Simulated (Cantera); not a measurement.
Feed: 1 mol SiH₄, 0.11 mol C₃H₈, 91 mol H₂, equilibrated at 1.00 bar.

Cantera equilibrium calculation (NASA polynomials, part measured and part estimated; ideal gas, pure solids and liquids). Candidate condensed phases: C, C₆H₆, C₇H₈, C₈H₁₈, Si, SiC; 87 gas species. Mutual solubility and eutectic melting of coexisting phases are not modelled. Gases not in the tables: Si₂H₆ and higher silanes. The numbers say what is thermodynamically allowed, not how fast it happens.

Problem. Which condensed phases are stable at each of these points (T (°C)): 777, 877, 977, 1077, 1177, 1277, 1377, 1477, 1577, 1677, 1777, 1877, 1977, 2077?

Solution. 
```csv
T (°C),condensed phases,Si condensed (%)
777,Si(s) + SiC(s),100.0
877,Si(s) + SiC(s),100.0
977,Si(s) + SiC(s),100.0
1077,Si(s) + SiC(s),100.0
1177,Si(s) + SiC(s),100.0
1277,Si(s) + SiC(s),100.0
1377,Si(s) + SiC(s),99.9
1477,Si(l) + SiC(s),99.8
1577,Si(l) + SiC(s),99.5
1677,Si(l) + SiC(s),98.8
1777,Si(l) + SiC(s),97.4
1877,Si(l) + SiC(s),94.4
1977,Si(l) + SiC(s),87.7
2077,Si(l) + SiC(s),73.2
```

From 777 °C to 1377 °C the condensed part is Si(s) + SiC(s). From 1477 °C to 2077 °C the condensed part is Si(l) + SiC(s).
